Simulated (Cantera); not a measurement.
Input: 1 mol B2O3, 0.71 mol NF3, 1.5 mol H2, 7.8 mol F2, equilibrated at 1352 °C and 2.80 mbar.

Cantera equilibrium calculation (NASA polynomials, part measured and part estimated; ideal gas, pure solids and liquids). Candidate condensed phases: B, BN, B2O3, B3O3H3, H2O; 62 gas species. Equilibrium is a limit: real reactors are often held back by kinetics, nucleation or transport.

Base state: F 0.560, HF 0.192, BF3 0.128, O2 0.0961, N2 0.0227, NO 0.000247, O 0.000114, F2 4.21e-5 (mole fractions); condensed: gas only.

Question: What changes in the equilibrium state with this change: B2O3 replaced by CaO?

Answer: 
```tsv
species	before	after
F	0.560	0.761
HF	0.192	0.179
O2	0.0961	0.0298
BF3	0.128	0
N2	0.0227	0.0212
CaF2	0	0.00884
NO	0.000247	0.000133
F2	4.21e-5	7.77e-5
O	0.000114	6.35e-5
CaF2(s), mol	0	0.852
```
Further candidate phases: Ca, CaF2, CaO, Ca(OH)2.
